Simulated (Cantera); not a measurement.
Charge: 1 mol Pb, 2.2 mol O₂, 0.27 mol N₂, equilibrated at 0.0100 bar.

Method: chemical equilibrium by Gibbs-energy minimisation in Cantera with the NASA 1993 tables (ideal gas, pure condensed phases). Candidate condensed phases: Pb, PbO, PbO₂, Pb₃O₄; 12 gas species. Gases not in the tables: (PbO)n polymers. Equilibrium is a limit: real reactors are often held back by kinetics, nucleation or transport.

Task: Which condensed phases are stable at each of these points (T (°C)): 252, 352, 452, 552, 652, 752, 852, 952?

Result: 
```csv
T (°C),condensed phases,Pb condensed (%)
252,Pb₃O₄(s),100.0
352,PbO(red),100.0
452,PbO(red),100.0
552,PbO(yellow),100.0
652,PbO(yellow),100.0
752,PbO(yellow),100.0
852,PbO(yellow),99.8
952,PbO(l),97.7
```

At 252 °C the condensed part is Pb₃O₄(s). From 352 °C to 452 °C the condensed part is PbO(red). From 552 °C to 852 °C the condensed part is PbO(yellow). At 952 °C the condensed part is PbO(l).
